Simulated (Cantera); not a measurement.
Charge: 1 mol SiC, 0.012 mol C, 1 mol H₂, held at 1330 Pa.

Points: T (K) = 2698, 2748, 2798, 2848, 2898, 2948, 2998.

Cantera's Mixture.equilibrate('TP', solver="vcs", rtol=1e-11, max_steps=5000) on the NASA tables stopped like this:

```
ERROR: FAILURE its = 5001!

*******************************************************************************
CanteraError thrown by MultiPhase::equilibrate:
VCS solver failed. Return code: -1
*******************************************************************************
```

Problem. What got this run through?

Solution. Several could match; the one computed here: The failure is numerical, not chemical. The same input converged with solver="gibbs", rtol=1e-10, max_steps=50000, and the result passed a check of the equilibrium conditions:
```
T = 2698 K  P = 1333.22 Pa  gas = 2.226 mol
   x: H2 3.050e-01  H 2.697e-01  Si 2.643e-01  SiC2 1.158e-01  Si2C 3.086e-02  C2H2,acetylene 7.140e-03  SiH 3.367e-03  Si2 1.739e-03  C2H 6.678e-04  C3 6.428e-04  SiC 3.064e-04  C 1.552e-04  SiH2 1.136e-04  C4H2 6.944e-05  C2 6.152e-05  Si3 5.274e-05  C2H2,vinylidene 1.033e-05
   condensed (mol): C(gr) 0.3866
T = 2748 K  P = 1333.22 Pa  gas = 2.301 mol
   x: H 3.065e-01  H2 2.716e-01  Si 2.579e-01  SiC2 1.274e-01  Si2C 2.163e-02  C2H2,acetylene 7.589e-03  SiH 2.907e-03  Si2 1.286e-03  C3 1.234e-03  C2H 9.895e-04  SiC 3.699e-04  C 2.768e-04  C2 1.192e-04  C4H2 8.818e-05  SiH2 8.384e-05  Si3 2.733e-05  C2H2,vinylidene 1.265e-05  CH 1.178e-05
   condensed (mol): C(gr) 0.3249
T = 2798 K  P = 1333.22 Pa  gas = 2.377 mol
   x: H 3.438e-01  Si 2.484e-01  H2 2.388e-01  SiC2 1.376e-01  Si2C 1.492e-02  C2H2,acetylene 7.912e-03  SiH 2.467e-03  C3 2.311e-03  C2H 1.433e-03  Si2 9.341e-04  C 4.835e-04  SiC 4.372e-04  C2 2.255e-04  C4H2 1.091e-04  SiH2 6.064e-05  C5 2.194e-05  CH 1.751e-05  C2H2,vinylidene 1.511e-05  Si3 1.389e-05
   condensed (mol): C(gr) 0.2568
T = 2848 K  P = 1333.22 Pa  gas = 2.454 mol
   x: H 3.806e-01  Si 2.368e-01  H2 2.069e-01  SiC2 1.464e-01  Si2C 1.018e-02  C2H2,acetylene 8.082e-03  C3 4.231e-03  SiH 2.061e-03  C2H 2.029e-03  C 8.280e-04  Si2 6.701e-04  SiC 5.075e-04  C2 4.171e-04  C4H2 1.315e-04  C5 4.768e-05  SiH2 4.301e-05  CH 2.543e-05  C2H2,vinylidene 1.760e-05
   condensed (mol): C(gr) 0.1802
T = 2898 K  P = 1333.22 Pa  gas = 2.534 mol
   x: H 4.154e-01  Si 2.237e-01  H2 1.764e-01  SiC2 1.538e-01  C2H2,acetylene 8.075e-03  C3 7.581e-03  Si2C 6.897e-03  C2H 2.808e-03  SiH 1.697e-03  C 1.392e-03  C2 7.547e-04  SiC 5.800e-04  Si2 4.763e-04  C4H2 1.541e-04  C5 1.008e-04  CH 3.607e-05  SiH2 2.991e-05  C2H2,vinylidene 1.995e-05  C4 1.896e-05
   condensed (mol): C(gr) 0.08999
T = 2948 K  P = 1333.22 Pa  gas = 2.618 mol
   x: H 4.471e-01  Si 2.129e-01  SiC2 1.569e-01  H2 1.480e-01  C3 1.267e-02  C2H2,acetylene 7.639e-03  Si2C 4.702e-03  C2H 3.678e-03  C 2.260e-03  SiH 1.397e-03  C2 1.295e-03  SiC 6.521e-04  Si2 3.459e-04  C5 1.912e-04  C4H2 1.645e-04  CH 4.919e-05  C4 3.622e-05  C2H2,vinylidene 2.132e-05  SiH2 2.071e-05
   condensed (mol): none
T = 2998 K  P = 1333.22 Pa  gas = 2.697 mol
   x: H 4.771e-01  Si 2.155e-01  SiC2 1.459e-01  H2 1.232e-01  C3 1.657e-02  C2H2,acetylene 6.141e-03  C2H 4.075e-03  Si2C 3.396e-03  C 3.348e-03  C2 1.874e-03  SiH 1.223e-03  SiC 7.190e-04  Si2 2.866e-04  C5 2.429e-04  C4H2 1.277e-04  CH 6.115e-05  C4 4.997e-05  C2H2,vinylidene 1.928e-05  SiH2 1.522e-05
   condensed (mol): none
```

The gas is ideal and each condensed phase is pure. Gases not in the tables: Si2H6 and higher silanes.
